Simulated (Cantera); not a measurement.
Gas mixture: NH3 = 1 (molar parts), at 0.128 Torr, frozen composition.

Cantera's kinetic-theory transport with the Lennard-Jones parameters of GRI-Mech 3.0, ideal gas; thermal conductivity in the mixture-averaged form. Polar gases are described roughly by these parameters. The composition is frozen, though it would react at the higher temperatures.

One state of this run: ρ (kg/m³) = 5.36e-5; cp (J/kg/K) = 2755; μ (µPa s) = 22.6; λ (mW/m/K) = 86.5; Pr = 0.720; D (cm²/s) CH4 = 5690; D (cm²/s) N2 = 5520; D (cm²/s) NO = 5450. D: mixture-averaged diffusion coefficient of that species in the mixture.

**Question.** Which value of T (K) does it belong to?
A) 1400
B) 650
C) 1900
D) 1650

**Answer.** B, 650
